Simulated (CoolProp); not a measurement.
Propyne along the isotherm 37.05 °C: density (kg/m³) from the reference equation and from simpler models built on Tc = 129.6 °C, pc = 5.658 MPa, ω = 0.204; each cubic takes its own stable root.

Computed with CoolProp (reference Helmholtz-energy equation of state, Polt 1992). This equation is an older, rougher fit; its heat capacities, sound speeds and derivatives of the liquid may be far off and weren't checked against measurements.

| p (MPa) | phase | reference | van der Waals | Redlich-Kwong | Soave-Redlich-Kwong | Peng-Robinson |
|---|---|---|---|---|---|---|
| 0.943 | liquid | 591.8 | [?] | 16.88 | 533.8 | 605.5 |
| 1.89 | liquid | 593.6 | 361.3 | 517.8 | [?] | 608.4 |
| 2.83 | liquid | 595.4 | 365.6 | 521.3 | 539.4 | 611.1 |
| 3.77 | liquid | 597.1 | 369.5 | 524.5 | 542.1 | 613.7 |
| 4.71 | liquid | 598.8 | 373.1 | 527.7 | 544.6 | 616.3 |
| 5.66 | liquid | 600.5 | 376.4 | 530.7 | 547.1 | 618.8 |
| 6.6 | liquid | 602.1 | 379.4 | 533.5 | 549.4 | [?] |
| 7.54 | liquid | 603.7 | 382.2 | 536.3 | 551.7 | 623.4 |
| 8.49 | liquid | 605.2 | 384.8 | 538.9 | 553.9 | 625.7 |

Q: Fill in the missing entries.

A: 
- 0.943, van der Waals: 16.29
- 1.89, Soave-Redlich-Kwong: 536.7
- 6.6, Peng-Robinson: 621.1

At some of these states van der Waals, Redlich-Kwong gives the other phase, because its saturation line lies elsewhere.
